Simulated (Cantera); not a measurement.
## Thermodynamics of calcination and drying, feed MgSO₄ + H₂O + CO₂

Charge: 1 mol MgSO₄, 0.38 mol H₂O, 0.24 mol CO₂, equilibrated at 623 K and 10.0 mbar.

These are equilibrium values from Cantera (NASA tables, ideal gas, pure condensed phases), not measurements of a reactor. Candidate condensed phases: C, C₆H₆, C₇H₈, C₈H₁₈, H₂O, H₂SO₄, Mg, MgCO₃, MgO, Mg(OH)₂, MgS, MgSO₄, S; 130 gas species. Equilibrium is a limit: real reactors are often held back by kinetics, nucleation or transport.

```yaml
x(H₂O): 0.613
x(CO₂): 0.387
n(MgSO₄(s)): 1.00 mol
gas_amount: 0.6200 mol
log10 activity of MgCO₃(s) (absent): -1.68
log10 activity of H₂SO₄(l) (absent): -15.96
log10 activity of C(graphite) (absent): -23.61
```
